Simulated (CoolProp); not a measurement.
A simple Rankine cycle with R124: condensing at 304.15 K, boiler at 1.9 MPa, turbine inlet 364 K, turbine efficiency 0.6, pump efficiency 0.8, no recuperator. Each further row changes one setting.

The numbers come from the reference Helmholtz-energy equation of state, de Vries 1995 in CoolProp.

| case | thermal efficiency (%) | net work (kJ/kg) | heat in (kJ/kg) | turbine exit temperature (K) | volume ratio over the turbine |
|---|---|---|---|---|---|
| as stated | 7.4 | 12.5 | 170 | 321.4 | 4.89 |
| turbine inlet 384 K | 7.5 | 14.4 | 192 | 346.2 | 4.57 |
| condensing temperature 296.15 K | 8.3 | 14.9 | 179 | 316.4 | 6.27 |
| boiler pressure 1.33 MPa | 5.9 | 10.8 | 181 | 337.1 | 3.08 |
| turbine efficiency 0.5 | 6.0 | 10.2 | 170 | 324.2 | 4.95 |
